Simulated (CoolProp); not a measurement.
Vapour-liquid equilibrium of R245fa (1) + n-pentane (2) at 20.25 °C; x and y are mole fractions of (1).

Model: multi-fluid Helmholtz-energy mixture model, Akasaka 2015 and Thol 2019; pair parameters Bell 2016, in CoolProp.

```csv
x,"bubble pressure, mixture model (bar)","bubble pressure, Raoult's law (bar)","y, mixture model","y, Raoult's law"
0.05,0.9272,0.6047,0.402,0.103
0.15,1.302,0.6719,0.597,0.277
0.25,1.442,0.7390,0.649,0.420
0.35,1.486,0.8061,0.667,0.539
0.45,1.497,0.8733,0.673,0.640
0.55,1.502,0.9404,0.676,0.727
0.65,1.506,1.008,0.684,0.802
0.75,1.504,1.075,0.705,0.867
0.85,1.473,1.142,0.755,0.925
0.95,1.360,1.209,0.876,0.976
```

The largest gap from Raoult's law is +95.1 % in bubble pressure, at x = 0.25. y crosses x between x = 0.65 and 0.75: the model has an azeotrope there.

The pair parameters rest on a limited set of measurements; away from them the model extrapolates. With so large a gap from Raoult's law the liquid may split in two, which this calculation doesn't test in full.
